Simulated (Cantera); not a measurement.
Input: 1 mol Si3N4, 0.043 mol C, 0.57 mol N2, at 13.3 mbar.

Equilibrium computed with Cantera from the NASA thermochemical tables; the gas is ideal and each condensed phase is pure. Candidate condensed phases: C, Si, SiC, Si3N4; 20 gas species. The tables' values for SiN are old estimates; treat these amounts as uncertain. Kinetics and transport are ignored. All values below are at 2275 °C.

Base state: Si 0.496, N2 0.473, Si2 0.0139, Si2C 0.00774, SiN 0.00370, Si2N 0.00311, Si3 0.00231, SiC2 0.000103 (mole fractions); condensed: gas only.

Task: What changes in the equilibrium state with this change: pressure from 13.3 mbar to 22.0 Pa?

Result: 
| species | before | after |
|---|---|---|
| Si | 0.496 | 0.533 |
| N2 | 0.473 | 0.461 |
| SiC2 | 0.000103 | 0.00287 |
| Si2 | 0.0139 | 0.000265 |
| C3 | 1.43e-9 | 1.15e-5 |
| Si3 | 0.00231 | 7.83e-7 |
